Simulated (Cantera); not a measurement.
Cantera run:

```python
import numpy as np
import cantera as ct

gas_names = [...]  # 113 gases of nasa_gas.yaml made of C, H, O, Ti
cond_names = """
    C(gr) C6H6(L) C7H8(L) C8H18(L),n-octa H2O(s) H2O(L) Ti(a) Ti(b) Ti(L) TiC(s) TiC(L) TiO(a) TiO(b)
    TiO(L) TiO2(ru) TiO2(L) Ti2O3(a) Ti2O3(b) Ti2O3(L) Ti3O5(a) Ti3O5(b) Ti3O5(L) Ti4O7(s) Ti4O7(L)
""".split()


# ... load() reads the species with a 1 bar reference pressure and builds the phases ...
atoms = {
    'Ti(OiPr)4': {'Ti': 1, 'C': 12, 'H': 28, 'O': 4},
    'C3H8': {'C': 3, 'H': 8},
    'H2': {'H': 2},
}
top_T = {'C(gr)': 4500}  # K; cautious upper limits of use, not melting points


# ... equilibrate(T, P, feed) seeds the gas with the atoms and calls Mixture.equilibrate('TP', solver="vcs", rtol=1e-11, max_steps=5000) ...
results = []
feed = {'Ti(OiPr)4': 1, 'C3H8': 0.13, 'H2': 1.6}  # mol
T = 1298  # K
P = 7900  # Pa
mix = equilibrate(T, P, feed)
results.append((T, P, feed, dict(zip(mix.species_names, mix.species_moles))))
x = sorted(zip(gas.X, gas.species_names), reverse=True)
print(f"T = {T:g} K  P = {P:g} Pa  gas = {mix.phase_moles(0):.4g} mol")
print("   x: " + "  ".join(f"{s} {v:.3e}" for v, s in x if v > 1e-06))
print("   condensed (mol): " + ("  ".join(f"{mix.phase(i).name} {mix.phase_moles(i):.4g}"
      for i in range(1, mix.n_phases) if mix.phase_moles(i) > 1e-12) or "none"))
```

Result:

```
T = 1298 K  P = 7900 Pa  gas = 18.5 mol
   x: H2 8.703e-01  CO 1.291e-01  CH4 4.767e-04  H2O 8.251e-05  CO2 6.977e-06  H 3.557e-06
   condensed (mol): C(gr) 9.958  TiC(s) 0.03431  Ti3O5(b) 0.3219
```

Equilibrium computed with Cantera from the NASA thermochemical tables; the gas is ideal and each condensed phase is pure. The feed counts by its element totals alone. Mutual solubility and eutectic melting of coexisting phases are not modelled. TiC: taken at fixed stoichiometry.
